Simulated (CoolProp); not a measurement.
Vapour-liquid equilibrium of n-hexane (1) + m-xylene (2) at 679 kPa; x and y are mole fractions of (1).

Values from CoolProp's multi-fluid Helmholtz-energy mixture model, Thol 2019 and Zhou 2012; pair parameters Bell 2016.

**Question.** Give the bubble temperature and the first vapour's composition at x = 0.05, 0.65, 0.85. Is there an azeotrope?

**Answer.** x = 0.05: 493.4 K, y = 0.144; x = 0.65: 433.5 K, y = 0.880; x = 0.85: 424.1 K, y = 0.950. No azeotrope shows between x = 0.05 and 0.95.

The pair parameters rest on a limited set of measurements; away from them the model extrapolates. The gap from Raoult's law changes sign with composition, which may be real or a fault of the pair parameters; it wasn't checked against measurements.
